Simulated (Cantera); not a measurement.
## Counterflow diffusion flame

A counterflow diffusion flame at 1.40 bar, nozzles 20 mm apart: fuel side 100 % CH₄ at 575 K, oxidiser side 25.0 % O₂, 75.0 % N₂ at 473 K, fuel mass flux 0.63 times the oxidiser's; mixture-averaged transport, no radiation.

Model: GRI-Mech 3.0 (53 species, 325 reactions), integrated in Cantera. GRI-Mech 3.0 has no aromatics or soot, which form on the fuel side of real flames. The maximum strain rate includes the flame's own expansion and is several times the mean.

```json
[
 {"oxidiser flux (kg/m²/s)": "0.35", "max strain (1/s)": "198", "mean strain (1/s)": "40.4", "T max (K)": "2328", "peak x OH": "0.0118", "peak x H": "0.00482", "peak x NO": "0.000512", "peak x CO": "0.0786", "peak x C₂H₂": "0.0209"},
 {"oxidiser flux (kg/m²/s)": "0.43", "max strain (1/s)": "237", "mean strain (1/s)": "49.7", "T max (K)": "2313", "peak x OH": "0.0119", "peak x H": "0.00496", "peak x NO": "0.000481", "peak x CO": "0.0773", "peak x C₂H₂": "0.0203"},
 {"oxidiser flux (kg/m²/s)": "0.53", "max strain (1/s)": "284", "mean strain (1/s)": "61.2", "T max (K)": "2300", "peak x OH": "0.0119", "peak x H": "0.00511", "peak x NO": "0.000453", "peak x CO": "0.0762", "peak x C₂H₂": "0.0199"},
 {"oxidiser flux (kg/m²/s)": "0.65", "max strain (1/s)": "341", "mean strain (1/s)": "75.1", "T max (K)": "2290", "peak x OH": "0.0119", "peak x H": "0.00526", "peak x NO": "0.000430", "peak x CO": "0.0752", "peak x C₂H₂": "0.0194"},
 {"oxidiser flux (kg/m²/s)": "0.8", "max strain (1/s)": "410", "mean strain (1/s)": "92.4", "T max (K)": "2282", "peak x OH": "0.0120", "peak x H": "0.00543", "peak x NO": "0.000409", "peak x CO": "0.0743", "peak x C₂H₂": "0.0188"},
 {"oxidiser flux (kg/m²/s)": "0.99", "max strain (1/s)": "497", "mean strain (1/s)": "114", "T max (K)": "2274", "peak x OH": "0.0121", "peak x H": "0.00561", "peak x NO": "0.000388", "peak x CO": "0.0735", "peak x C₂H₂": "0.0183"},
 {"oxidiser flux (kg/m²/s)": "1.2", "max strain (1/s)": "590", "mean strain (1/s)": "139", "T max (K)": "2266", "peak x OH": "0.0121", "peak x H": "0.00576", "peak x NO": "0.000368", "peak x CO": "0.0727", "peak x C₂H₂": "0.0177"},
 {"oxidiser flux (kg/m²/s)": "1.5", "max strain (1/s)": "721", "mean strain (1/s)": "173", "T max (K)": "2256", "peak x OH": "0.0120", "peak x H": "0.00592", "peak x NO": "0.000344", "peak x CO": "0.0718", "peak x C₂H₂": "0.0171"},
 {"oxidiser flux (kg/m²/s)": "1.8", "max strain (1/s)": "850", "mean strain (1/s)": "208", "T max (K)": "2248", "peak x OH": "0.0120", "peak x H": "0.00604", "peak x NO": "0.000324", "peak x CO": "0.0712", "peak x C₂H₂": "0.0165"},
 {"oxidiser flux (kg/m²/s)": "2.3", "max strain (1/s)": "1060", "mean strain (1/s)": "266", "T max (K)": "2237", "peak x OH": "0.0119", "peak x H": "0.00619", "peak x NO": "0.000295", "peak x CO": "0.0704", "peak x C₂H₂": "0.0158"}
]
```
x: mole fraction; the columns are a selection and need not sum to one.
